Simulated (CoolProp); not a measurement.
Carbon monoxide at 298.15 K and 0.909 MPa is throttled through a valve to 0.348 MPa with no heat exchange. Each further row changes one setting.

Computed with CoolProp (reference Helmholtz-energy equation of state, Lemmon 2006). It is a short technical equation, of lower accuracy than the large ones.

```
case                       temperature change (K)  final density (kg/m³)
-------------------------  ----------------------  ---------------------
as stated                                    -1.4                   3.96
outlet pressure 0.104 MPa                    -2.0                   1.18
outlet pressure 0.452 MPa                    -1.1                   5.14
```
